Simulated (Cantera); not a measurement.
Input: 1 mol SiC, 0.015 mol CO2, 47 mol H2, 0.0015 mol O2, held at 2148 K and 1.33 mbar.

Cantera equilibrium calculation (NASA polynomials, part measured and part estimated; ideal gas, pure solids and liquids). Candidate condensed phases: C, C6H6, C7H8, C8H18, H2O, Si, SiC, SiO2; 123 gas species. Gases not in the tables: Si2H6 and higher silanes. Kinetics and transport are ignored.

Q: What is the equilibrium state?

A: 
```
Property                              Result
--------------------------------  ----------
x(H2)                                  0.874
x(H)                                   0.107
x(Si)                                 0.0151
x(C2H2 (acetylene))                  0.00167
x(SiC2)                              0.00118
x(Si2C)                             0.000735
x(CO)                               0.000644
x(SiH)                              0.000252
x(Si2)                               1.98e-5
n(C(graphite))                     0.567 mol
n(SiC(s))                         0.0881 mol
gas amount                         50.60 mol
log10 activity of Si(l) (absent)       -1.04
```
